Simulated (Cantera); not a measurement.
An adiabatic, constant-volume homogeneous reactor starts with C₃H₈ : O₂ : N₂ = 1 : 10.4 : 39.2 (molar parts), equivalence ratio 0.48, at 1498 K and 1.50 bar. Integrator tolerance rtol = 1e-08.

Detailed kinetics in Cantera: GRI-Mech 3.0 (53 species, 325 reactions). GRI-Mech 3.0 was tuned for natural gas; its chemistry of propane as a main component is partial and can be far from experiment.

### Question
What does this change do: initial temperature 1498 to 1575 K?

### Answer
| quantity | before | after |
|---|---|---|
| time of steepest temperature rise | 54.2 µs | 28.3 µs |
| temperature at 9.00 s | 2596 K | 2637 K |
| equilibrium temperature | 2596 K | 2637 K |
| x(C₃H₈) at 9.00 s | <1e-12 (gas-phase equilibrium <1e-12) | <1e-12 (gas-phase equilibrium <1e-12) |
| x(O₂) at 9.00 s | 0.0941 (gas-phase equilibrium 0.0941) | 0.0934 (gas-phase equilibrium 0.0934) |
| x(NO) at 9.00 s | 0.0177 (gas-phase equilibrium 0.0177) | 0.0187 (gas-phase equilibrium 0.0187) |
| x(C₂H₂) at 9.00 s | <1e-12 (gas-phase equilibrium <1e-12) | <1e-12 (gas-phase equilibrium <1e-12) |
| x(CH₂) at 9.00 s | <1e-12 (gas-phase equilibrium <1e-12) | <1e-12 (gas-phase equilibrium <1e-12) |
